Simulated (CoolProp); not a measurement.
Vapour pressure (bar) of isohexane: the reference equation beside estimates from Tc = 224.6 °C, pc = 30.43 bar, ω = 0.280. Clausius-Clapeyron is anchored at 96.35 °C with a constant enthalpy of vaporisation of 25.37 kJ/mol.

Values from CoolProp's reference Helmholtz-energy equation of state, Lemmon 2006. It is a short technical equation, of lower accuracy than the large ones.

```json
[
 {"T (°C)": "-2.45", "reference": "0.07899", "Lee-Kesler": "0.07573", "Clausius-Clapeyron": "0.1383", "van der Waals": "1.464", "Redlich-Kwong": "0.2052", "Soave-Redlich-Kwong": "0.07722", "Peng-Robinson": "0.08115"},
 {"T (°C)": "17.25", "reference": "0.2028", "Lee-Kesler": "0.1971", "Clausius-Clapeyron": "0.2972", "van der Waals": "2.246", "Redlich-Kwong": "0.4619", "Soave-Redlich-Kwong": "0.1994", "Peng-Robinson": "0.2054"},
 {"T (°C)": "37.05", "reference": "0.4543", "Lee-Kesler": "0.4470", "Clausius-Clapeyron": "0.5811", "van der Waals": "3.281", "Redlich-Kwong": "0.9189", "Soave-Redlich-Kwong": "0.4493", "Peng-Robinson": "0.4562"},
 {"T (°C)": "56.75", "reference": "0.9063", "Lee-Kesler": "0.9007", "Clausius-Clapeyron": "1.046", "van der Waals": "4.591", "Redlich-Kwong": "1.650", "Soave-Redlich-Kwong": "0.9017", "Peng-Robinson": "0.9055"},
 {"T (°C)": "76.55", "reference": "1.658", "Lee-Kesler": "1.660", "Clausius-Clapeyron": "1.765", "van der Waals": "6.217", "Redlich-Kwong": "2.746", "Soave-Redlich-Kwong": "1.659", "Peng-Robinson": "1.653"},
 {"T (°C)": "96.35", "reference": "2.817", "Lee-Kesler": "2.833", "Clausius-Clapeyron": "2.817", "van der Waals": "8.180", "Redlich-Kwong": "4.289", "Soave-Redlich-Kwong": "2.834", "Peng-Robinson": "2.808"},
 {"T (°C)": "116.05", "reference": "4.499", "Lee-Kesler": "4.533", "Clausius-Clapeyron": "4.279", "van der Waals": "10.49", "Redlich-Kwong": "6.350", "Soave-Redlich-Kwong": "4.546", "Peng-Robinson": "4.492"},
 {"T (°C)": "135.85", "reference": "6.855", "Lee-Kesler": "6.908", "Clausius-Clapeyron": "6.254", "van der Waals": "13.19", "Redlich-Kwong": "9.030", "Soave-Redlich-Kwong": "6.956", "Peng-Robinson": "6.863"},
 {"T (°C)": "155.65", "reference": "10.03", "Lee-Kesler": "10.10", "Clausius-Clapeyron": "8.825", "van der Waals": "16.29", "Redlich-Kwong": "12.40", "Soave-Redlich-Kwong": "10.21", "Peng-Robinson": "10.07"},
 {"T (°C)": "175.35", "reference": "14.17", "Lee-Kesler": "14.24", "Clausius-Clapeyron": "12.06", "van der Waals": "19.79", "Redlich-Kwong": "16.50", "Soave-Redlich-Kwong": "14.43", "Peng-Robinson": "14.27"},
 {"T (°C)": "195.15", "reference": "19.54", "Lee-Kesler": "19.61", "Clausius-Clapeyron": "16.08", "van der Waals": "23.74", "Redlich-Kwong": "21.44", "Soave-Redlich-Kwong": "19.85", "Peng-Robinson": "19.69"},
 {"T (°C)": "214.95", "reference": "26.40", "Lee-Kesler": "26.46", "Clausius-Clapeyron": "20.95", "van der Waals": "28.13", "Redlich-Kwong": "27.26", "Soave-Redlich-Kwong": "26.61", "Peng-Robinson": "26.53"}
]
```

Absolute difference from the reference over all 12 rows, mean and median: Lee-Kesler 1.1 and 0.7 %, Clausius-Clapeyron 20.9 and 15.2 %, van der Waals 384.2 and 161.8 %, Redlich-Kwong 59.6 and 46.7 %, Soave-Redlich-Kwong 1.2 and 1.3 %, Peng-Robinson 0.6 and 0.4 %.
